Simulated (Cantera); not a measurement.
An adiabatic, constant-volume homogeneous reactor starts with CH4 : H2 : O2 : N2 = 1 : 1.2 : 2.17 : 8.15 (molar parts), at 1475 K and 5.90 bar. Integrator tolerance rtol = 1e-08.

Model: GRI-Mech 3.0 (53 species, 325 reactions), integrated in Cantera. Above 3000 K some thermodynamic fits are extrapolated.

```
quantity                                                              before                                    after
---------------------------------  -----------------------------------------  ---------------------------------------
time of steepest temperature rise                                    28.4 µs                                  18.3 µs
temperature at 0.100 s                                                3118 K                                   3072 K
equilibrium temperature                                               3118 K                                   3072 K
x(CH4) at 0.100 s                  1.60e-12 (gas-phase equilibrium 1.93e-12)    <1e-12 (gas-phase equilibrium <1e-12)
x(H2) at 0.100 s                       0.0449 (gas-phase equilibrium 0.0449)    0.0218 (gas-phase equilibrium 0.0218)
x(O2) at 0.100 s                     0.00613 (gas-phase equilibrium 0.00613)    0.0187 (gas-phase equilibrium 0.0187)
x(H2O) at 0.100 s                        0.189 (gas-phase equilibrium 0.189)      0.182 (gas-phase equilibrium 0.182)
x(HCN) at 0.100 s                    5.30e-8 (gas-phase equilibrium 5.30e-8)  1.04e-8 (gas-phase equilibrium 1.04e-8)
x(NO) at 0.100 s                     0.00844 (gas-phase equilibrium 0.00844)    0.0143 (gas-phase equilibrium 0.0143)
x(CH2) at 0.100 s                  4.63e-12 (gas-phase equilibrium 4.91e-12)    <1e-12 (gas-phase equilibrium <1e-12)
```

**Question.** What was changed between the two runs?
A. CH4 1 to 0.74 parts
B. initial temperature 1475 to 1000 K
C. pressure from 5.90 bar to 3.00 bar
D. CH4 1 to 0.63 parts

**Answer.** A, CH4 1 to 0.74 parts
